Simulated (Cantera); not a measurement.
A Cantera script and its output.

```python
import numpy as np
import cantera as ct

surf = ct.Interface("ptcombust.yaml", "Pt_surf")
gas = surf.adjacent["gas"]
gas.TPX = 773, 100000, {'CO': 0.0049, 'O2': 0.1, 'N2': 0.79, 'H2O': 0.073}
surf.TP = 773, 100000
reactor = ct.FlowReactor(gas, clone=False)
reactor.area = 0.0001  # m2
reactor.surface_area_to_volume_ratio = 2700  # 1/m
reactor.mass_flow_rate = 0.4 * reactor.area * gas.density  # inlet velocity 0.4 m/s
reactor.energy_enabled = False
wall = ct.ReactorSurface(surf, reactor, clone=False)
net = ct.ReactorNet([reactor])
net.rtol, net.atol = 1e-8, 1e-16
show, cover = ['CO', 'O2', 'H2O', 'CO2'], ['PT(S)', 'H(S)', 'O(S)', 'OH(S)', 'CO(S)', 'C(S)']

rows = []
print(f"{'z/m':>9s}{'u/(m/s)':>9s}" + "".join(f"{s:>13s}" for s in show + cover))
for z in [3e-05, 5.4e-05, 9.6e-05, 0.00017, 0.0003, 0.00054, 0.00096, 0.0017, 0.003]:
    net.advance(z)
    rows.append([reactor.speed, *gas[show].X, *surf[cover].coverages])
    print(f"{z:9.4g}{rows[-1][0]:9.3g}" + "".join(f"{x:13.4e}" for x in rows[-1][1:]))
```

It prints:

```
      z/m  u/(m/s)           CO           O2          H2O          CO2        PT(S)         H(S)         O(S)        OH(S)        CO(S)         C(S)
    3e-05      0.4   4.3614e-03   1.0300e-01   7.5448e-02   7.0291e-04   4.3642e-02   1.6911e-08   9.4744e-01   6.9184e-03   1.9788e-03   1.5913e-16
  5.4e-05      0.4   3.9916e-03   1.0284e-01   7.5462e-02   1.0736e-03   3.9968e-02   1.4788e-08   9.5187e-01   6.6368e-03   1.5121e-03   1.1085e-16
  9.6e-05      0.4   3.5076e-03   1.0262e-01   7.5480e-02   1.5588e-03   3.6405e-02   1.2828e-08   9.5613e-01   6.3491e-03   1.0977e-03   7.2970e-17
  0.00017      0.4   2.9042e-03   1.0235e-01   7.5503e-02   2.1638e-03   3.3138e-02   1.1120e-08   9.6003e-01   6.0707e-03   7.5016e-04   4.5206e-17
   0.0003    0.399   2.2032e-03   1.0203e-01   7.5529e-02   2.8666e-03   3.0319e-02   9.7160e-09   9.6338e-01   5.8179e-03   4.7479e-04   2.6086e-17
  0.00054    0.399   1.4327e-03   1.0168e-01   7.5558e-02   3.6390e-03   2.7963e-02   8.5950e-09   9.6617e-01   5.5964e-03   2.6190e-04   1.3233e-17
  0.00096    0.399   7.4501e-04   1.0138e-01   7.5584e-02   4.3285e-03   2.6290e-02   7.8286e-09   9.6815e-01   5.4329e-03   1.2014e-04   5.6956e-18
   0.0017    0.399   2.6227e-04   1.0116e-01   7.5602e-02   4.8124e-03   2.5289e-02   7.3824e-09   9.6933e-01   5.3324e-03   3.9091e-05   1.7805e-18
    0.003    0.399   4.5985e-05   1.0106e-01   7.5611e-02   5.0293e-03   2.4879e-02   7.2019e-09   9.6981e-01   5.2906e-03   6.6301e-06   2.9693e-19
```

Model: Deutschmann's 1995 Pt surface mechanism with GRI-Mech 3.0 gas chemistry, integrated in Cantera. Catalytic surfaces can have several steady states; this one follows from the mechanism file's or the stated starting coverage. Mass transfer to the wall is taken as infinitely fast.
